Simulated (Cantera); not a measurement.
Feed: 1 mol Si₃H₈, 8 mol H₂, equilibrated at 1425 K and 750 Torr.

Cantera equilibrium calculation (NASA polynomials, part measured and part estimated; ideal gas, pure solids and liquids). Candidate condensed phases: Si; 9 gas species. The feed counts by its element totals alone. The numbers say what is thermodynamically allowed, not how fast it happens.

Question: What is the equilibrium state?

Answer: 
| Quantity | Result |
|---|---|
| x(H₂) | 1.000 |
| x(H) | 6.82e-6 |
| n(Si(s)) | 3.00 mol |
| gas amount | 12.00 mol |
